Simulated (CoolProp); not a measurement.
Model: reference Helmholtz-energy equation of state, Gedanitz 2015, in CoolProp.

Task: For cyclopentane, give the phase and the isothermal compressibility (1/MPa), Prandtl number at 146.75 °C and 26400 kPa; 169.65 °C and 26400 kPa.

Result: 
- 146.75 °C and 26400 kPa: liquid; isothermal compressibility 0.00239, Prandtl number 3.63
- 169.65 °C and 26400 kPa: liquid; isothermal compressibility 0.00286, Prandtl number 3.49

Viscosity comes from a separate model (Chung 1988), a generic estimate that can be far off for the liquid and wasn't checked against measurements. Thermal conductivity comes from a separate model (Vassiliou 2015).
